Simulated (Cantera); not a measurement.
Adiabatic ignition

An adiabatic, constant-pressure homogeneous reactor starts with 13.2 % CH4, 1.05 % H2, 18.0 % O2, 67.7 % N2, at 1200 K and 2630 Torr.

Computed with Cantera and GRI-Mech 3.0 (53 species, 325 reactions).

```tsv
t (s)	T (K)	x CH4	x H2	x O2	x CH2	x NO2
8.00e-6	1200	0.132	0.0105	0.180	<1e-12	<1e-12
2.15e-5	1200	0.132	0.0105	0.180	<1e-12	<1e-12
5.76e-5	1200	0.132	0.0105	0.180	<1e-12	<1e-12
0.000155	1200	0.132	0.0105	0.180	<1e-12	<1e-12
0.000415	1200	0.132	0.0105	0.180	1.84e-12	<1e-12
0.00111	1201	0.132	0.0104	0.180	7.83e-12	<1e-12
0.00299	1207	0.131	0.0103	0.179	1.89e-11	<1e-12
0.00803	2586	5.97e-12	0.0751	0.000122	<1e-12	7.57e-9
0.0215	2584	6.14e-12	0.0754	0.000118	<1e-12	2.03e-8
0.0578	2584	6.14e-12	0.0754	0.000118	<1e-12	2.03e-8
0.155	2584	6.14e-12	0.0754	0.000118	<1e-12	2.03e-8
0.416	2584	6.14e-12	0.0754	0.000118	<1e-12	2.03e-8
1.12	2584	6.14e-12	0.0754	0.000118	<1e-12	2.03e-8
3.00	2584	6.14e-12	0.0754	0.000118	<1e-12	2.03e-8
```
x: mole fraction; the columns are a selection and need not sum to one.

| Quantity | Result |
|---|---|
| time of steepest temperature rise | 7.48 ms |
| temperature at 3.00 s | 2584 K |
| equilibrium temperature | 2584 K |
| x(CH4) at 3.00 s | 6.14e-12 (gas-phase equilibrium 6.99e-12) |
| x(H2) at 3.00 s | 0.0754 (gas-phase equilibrium 0.0754) |
| x(O2) at 3.00 s | 0.000118 (gas-phase equilibrium 0.000118) |
